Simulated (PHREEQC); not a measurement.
## Brine (model solution)

Consider water at 20 °C with 3.7 mol KCl per kg of water. Closed to the air; pH follows from the charge balance.

Computed with PHREEQC (Pitzer model, pitzer.dat).

Precipitation was switched off in this run.

Problem. What activity of water, osmotic coefficient does the model give?

Solution. activity of water 0.881; osmotic coefficient 0.951.
